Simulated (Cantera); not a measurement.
Feed: 1 mol SiCl4, 0.64 mol HCl, 11 mol H2, held at 13300 Pa.

These are equilibrium values from Cantera (NASA tables, ideal gas, pure condensed phases), not measurements of a reactor. Candidate condensed phases: Si; 19 gas species. The tables' values for SiCl3 are old estimates; treat these amounts as uncertain. The numbers say what is thermodynamically allowed, not how fast it happens.

x: gas mole fraction; nothing condenses.

```json
[
 {"T (°C)": "902", "x H2": "0.843", "x HCl": "0.0785", "x SiCl4": "0.0551", "x SiCl2": "0.00423", "x SiHCl3": "0.0139", "x SiCl3": "0.00488"},
 {"T (°C)": "952", "x H2": "0.831", "x HCl": "0.0906", "x SiCl4": "0.0473", "x SiCl2": "0.00927", "x SiHCl3": "0.0135", "x SiCl3": "0.00745"},
 {"T (°C)": "1002", "x H2": "0.817", "x HCl": "0.106", "x SiCl4": "0.0383", "x SiCl2": "0.0168", "x SiHCl3": "0.0119", "x SiCl3": "0.00993"},
 {"T (°C)": "1052", "x H2": "0.800", "x HCl": "0.123", "x SiCl4": "0.0288", "x SiCl2": "0.0260", "x SiHCl3": "0.00957", "x SiCl3": "0.0117"},
 {"T (°C)": "1102", "x H2": "0.784", "x HCl": "…", "x SiCl4": "…", "x SiCl2": "…", "x SiHCl3": "…", "x SiCl3": "0.0125"},
 {"T (°C)": "1152", "x H2": "0.769", "x HCl": "0.156", "x SiCl4": "…", "x SiCl2": "…", "x SiHCl3": "…", "x SiCl3": "0.0121"},
 {"T (°C)": "1202", "x H2": "0.758", "x HCl": "0.167", "x SiCl4": "0.00760", "x SiCl2": "0.0526", "x SiHCl3": "0.00325", "x SiCl3": "0.0108"}
]
```

Question: What belongs in the gaps?

Answer: 
- 1102, x HCl: 0.141
- 1102, x SiCl4: 0.0200
- 1102, x SiCl2: 0.0358
- 1102, x SiHCl3: 0.00711
- 1152, x SiCl4: 0.0128
- 1152, x SiCl2: 0.0450
- 1152, x SiHCl3: 0.00494
